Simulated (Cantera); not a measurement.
# Thermodynamics of silicon etching in halogen gases, feed Si + HCl + H2

Charge: 1 mol Si, a varied amount of HCl, 13 mol H2, equilibrated at 798 K and 0.00133 bar.

Equilibrium computed with Cantera from the NASA thermochemical tables; the gas is ideal and each condensed phase is pure. Candidate condensed phases: Si; 19 gas species. The tables' values for SiCl3 are old estimates; treat these amounts as uncertain. Kinetics and transport are ignored.

From 2.1 mol HCl to 3.5 mol HCl the condensed part is Si(s). From 4.5 mol HCl to 9.7 mol HCl nothing is condensed. The main Si-bearing gas is SiCl4 throughout.

```tsv
n(HCl) (mol)	x H2	x HCl	x SiCl4	x SiHCl3	x SiCl3	x SiH2Cl2	x SiCl2	n Si(s)
2.1	0.959	0.00534	0.0309	0.00489	9.09e-5	6.22e-5	3.03e-5	0.476
2.7	0.949	0.00563	0.0390	0.00580	0.000108	6.93e-5	3.40e-5	0.323
3.5	0.938	0.00593	0.0492	0.00685	0.000129	7.68e-5	3.82e-5	0.120
4.5	0.908	0.0318	0.0591	0.00148	2.84e-5	3.00e-6	1.54e-6	0
5.8	0.842	0.102	0.0558	0.000407	8.09e-6	2.40e-7	1.33e-7	0
7.5	0.769	0.180	0.0511	0.000193	4.00e-6	5.84e-8	3.55e-8	0
9.7	0.691	0.263	0.0460	0.000107	2.33e-6	1.99e-8	1.34e-8	0
```
x: gas mole fraction; n: condensed amount in mol.
